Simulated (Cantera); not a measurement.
Input (Python, Cantera) and output of one run.

```python
import numpy as np
import cantera as ct

gas_names = """
    HCL TiCL4 H2
""".split()
cond_names = """
    TiCL3(s)
""".split()


# ... load() reads the species with a 1 bar reference pressure and builds the phases ...
species = {s.name: s for s in load("nasa_gas.yaml", gas_names) + load("nasa_condensed.yaml", cond_names)}
# Each term lists the table entries of one substance; the one whose range holds T is used.
reactions = {
    '2 TiCl3 + 2 HCl(g) = 2 TiCl4(g) + H2(g)':
        [(-2, ['TiCL3(s)']), (-2, ['HCL']), (2, ['TiCL4']), (1, ['H2'])],
}


def pick(names, T):
    return next(species[n] for n in names if species[n].thermo.min_temp <= T <= species[n].thermo.max_temp)


results = []
for label, terms in reactions.items():
    print(label)
    print("     T/K   dH/kJ  dS/(J/K)   dG/kJ   log10 K")
    for T in [300, 425, 475, 525, 575, 625, 675, 725, 775]:
        used = [(nu, pick(names, T)) for nu, names in terms]
        dH = sum(nu * s.thermo.h(T) for nu, s in used) / 1e6
        dS = sum(nu * s.thermo.s(T) for nu, s in used) / 1e3
        dG = dH - T * dS / 1e3
        logK = -dG * 1e6 / (ct.gas_constant * T * np.log(10))
        results.append((label, T, dH, dS, dG, logK, [s.name for _, s in used]))
        print(f"{T:8g} {dH:8.1f} {dS:8.1f} {dG:8.1f} {logK:8.2f}")
```

Output:

```
2 TiCl3 + 2 HCl(g) = 2 TiCl4(g) + H2(g)
     T/K   dH/kJ  dS/(J/K)   dG/kJ   log10 K
     300    101.7    187.0     45.6    -7.94
     425     98.2    177.1     22.9    -2.82
     475     96.9    174.3     14.1    -1.56
     525     95.7    171.9      5.5    -0.55
     575     94.5    169.6     -3.0     0.28
     625     93.2    167.6    -11.5     0.96
     675     92.0    165.6    -19.8     1.53
     725     90.6    163.7    -28.0     2.02
     775     89.3    161.8    -36.2     2.44
```

Standard-state values (1 bar) from the NASA 1993 polynomials, evaluated with Cantera. Condensed species are held in their standard states even where they would react or evaporate.
